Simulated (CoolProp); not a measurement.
Computed with CoolProp (reference Helmholtz-energy equation of state, Thol 2021).

Problem. For chlorine, give the phase and the cp (kJ/(kg K)), cv (kJ/(kg K)), isothermal compressibility (1/MPa) at 266.2 K and 15700 kPa; 266.2 K and 18600 kPa.

Solution. 
- 266.2 K and 15700 kPa: liquid; cp 0.929, cv 0.493, isothermal compressibility 0.00120
- 266.2 K and 18600 kPa: liquid; cp 0.925, cv 0.494, isothermal compressibility 0.00116
